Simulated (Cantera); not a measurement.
## Equilibrium for tantalum, niobium, vanadium and zirconium in process gases: Ta(OEt)5 + O2

Input: 1 mol Ta(OEt)5, 0.023 mol O2.

Method: chemical equilibrium by Gibbs-energy minimisation in Cantera with the NASA 1993 tables (ideal gas, pure condensed phases). Candidate condensed phases: C, C6H6, C7H8, C8H18, H2O, Ta, TaC, Ta2O5; 113 gas species. The feed counts by its element totals alone. Mutual solubility and eutectic melting of coexisting phases are not modelled. TaC: taken at fixed stoichiometry. Condensed phases not in the tables: Ta2C. Kinetics and transport are ignored.

Task: Map the stable condensed phases over T = 577, 777, 977, 1177, 1377, 1577, 1777, 1977, 2177 °C and P in Pa = 0.10, 1, 10, 100, 1000, 10000, 100000, 1000000.

Result: 
```
T in °C \ P in Pa
            0.10       1      10     100    1000   10000  100000 1000000
   2177        A       B       B       B       B       B       B       B
   1977        B       B       B       B       B       B       B       B
   1777        B       B       B       B       B       B       B       B
   1577        B       B       B       B       B       B       B       B
   1377        B       B       B       B       B       B       B       B
   1177        B       B       B       B       B       B       B       C
    977        B       B       B       B       B       B       D       D
    777        B       B       B       B       D       D       D       D
    577        B       C       D       D       D       D       D       D
```
A: TaC; B: C + TaC; C: C + TaC + Ta2O5; D: C + Ta2O5.
